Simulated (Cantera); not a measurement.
Charge: 1 mol SiCl4, 330 mol H2, 0.17 mol Cl2, equilibrated at 0.640 bar.

These are equilibrium values from Cantera (NASA tables, ideal gas, pure condensed phases), not measurements of a reactor. Candidate condensed phases: Si; 19 gas species. Rates play no part.

Over these rows the condensed part is Si(s). Partial pressures as log10 of bar:

| T (K) | 1000/T (1/K) | log p SiHCl3 | log p H2 | log p HCl |
|---|---|---|---|---|
| 1275 | 0.7843 | -4.08 | -0.20 | -2.13 |
| 1325 | 0.7547 | ? | -0.20 | -2.12 |
| 1375 | 0.7273 | -4.66 | -0.20 | -2.12 |
| 1425 | 0.7018 | -4.94 | -0.20 | -2.11 |
| 1475 | 0.6780 | -5.20 | -0.20 | -2.11 |
| 1525 | 0.6557 | -5.44 | -0.20 | -2.11 |

Question: Fit log p(SiHCl3) = a + b·(1000/T) to the five rows, give the apparent enthalpy, and predict the row at 1325 K.

Answer: Means: 1000/T = 0.7094, log p = -4.864. Sxy = 0.104432, Sxx = 0.0098578, so b = 10.59 and a = -4.864 − (10.59)×0.7094 = -12.38.
Apparent enthalpy: −19.145 × (10.59) = -203 kJ/mol. With the condensed phases at unit activity, Si(s) + 3 HCl(g) = SiHCl3(g) + H2(g) links this pressure to the main gases: over the six rows their terms move log p by +0.06 in all, so the slope is close to that reaction's ΔH°. The five rows lie within 0.02 of the line.
Prediction at 1325 K: -12.38 + (10.59)×0.7547 = -4.39. The computed value is -4.37, 0.02 from the line.
